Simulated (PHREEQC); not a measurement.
0.024 g of hydrous ferric oxide (600 m²/g; 0.2 weak and 0.005 strong sites per Fe, Dzombak-Morel constants, diffuse double layer) in 1 kg of water with 0.01 mol/kgw of an inert sodium salt, at 25 °C; the pH is set by adding NaOH or the inert anion's acid. O2 is buffered at 0.21 atm. CO2 from the air is kept out. No solid was allowed to form.

Computed with PHREEQC (ion-association model, wateq4f.dat).

Predict surface charge σ (C/m²) at pH = 4, 6.5, 7.


| pH | surface charge σ (C/m²) |
|---|---|
| 4 | 0.216 |
| 6.5 | 0.030 |
| 7 | 0.017 |

Species that the database lacks are ignored. The oxide is taken as insoluble; below pH 4 it would dissolve.
